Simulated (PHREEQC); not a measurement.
Consider water at 89 °C with 0.012 mol/kgw MgCl2, 9.1e-05 mol/kgw Na2SO4 and 0.0024 mol/kgw KCl. Closed to the air; pH follows from the charge balance.

The numbers come from PHREEQC with the ion-association model, phreeqc.dat.

Each row changes one thing in this solution. No solid was allowed to form.

```json
[
 {"case": "as made", "MgSO4 (mol/kgw)": "6.30e-5", "SO4-2 (mol/kgw)": "2.75e-5", "MgOH+ (mol/kgw)": "1.71e-6", "NaSO4- (mol/kgw)": "1.57e-8", "HSO4- (mol/kgw)": "1.32e-8", "SI of Halite (NaCl)": "-7.11"},
 {"case": "KCl from 0.0024 to 0.024 mol/kgw", "MgSO4 (mol/kgw)": "5.47e-5", "SO4-2 (mol/kgw)": "3.12e-5", "MgOH+ (mol/kgw)": "1.63e-6", "NaSO4- (mol/kgw)": "___", "HSO4- (mol/kgw)": "1.28e-8", "SI of Halite (NaCl)": "-6.88"},
 {"case": "KCl left out", "MgSO4 (mol/kgw)": "6.40e-5", "SO4-2 (mol/kgw)": "2.69e-5", "MgOH+ (mol/kgw)": "1.72e-6", "NaSO4- (mol/kgw)": "1.57e-8", "HSO4- (mol/kgw)": "1.32e-8", "SI of Halite (NaCl)": "-7.15"},
 {"case": "diluted 2-fold with water", "MgSO4 (mol/kgw)": "2.82e-5", "SO4-2 (mol/kgw)": "1.71e-5", "MgOH+ (mol/kgw)": "1.21e-6", "NaSO4- (mol/kgw)": "5.92e-9", "HSO4- (mol/kgw)": "7.58e-9", "SI of Halite (NaCl)": "-7.67"},
 {"case": "temperature from 89 to 50 °C", "MgSO4 (mol/kgw)": "4.95e-5", "SO4-2 (mol/kgw)": "4.09e-5", "MgOH+ (mol/kgw)": "4.27e-7", "NaSO4- (mol/kgw)": "2.07e-8", "HSO4- (mol/kgw)": "2.02e-9", "SI of Halite (NaCl)": "-7.07"},
 {"case": "temperature from 89 to 15 °C", "MgSO4 (mol/kgw)": "3.24e-5", "SO4-2 (mol/kgw)": "___", "MgOH+ (mol/kgw)": "8.90e-8", "NaSO4- (mol/kgw)": "2.48e-8", "HSO4- (mol/kgw)": "3.22e-10", "SI of Halite (NaCl)": "-7.03"},
 {"case": "temperature from 89 to 60 °C", "MgSO4 (mol/kgw)": "5.36e-5", "SO4-2 (mol/kgw)": "3.69e-5", "MgOH+ (mol/kgw)": "6.29e-7", "NaSO4- (mol/kgw)": "1.94e-8", "HSO4- (mol/kgw)": "3.31e-9", "SI of Halite (NaCl)": "-7.08"}
]
```

Question: Complete the blanks.

Answer: 
- KCl from 0.0024 to 0.024 mol/kgw, NaSO4- (mol/kgw): 1.55e-8
- temperature from 89 to 15 °C, SO4-2 (mol/kgw): 5.82e-5

At this temperature some constants are extrapolated from 25 °C, and those without enthalpy data are left unchanged.
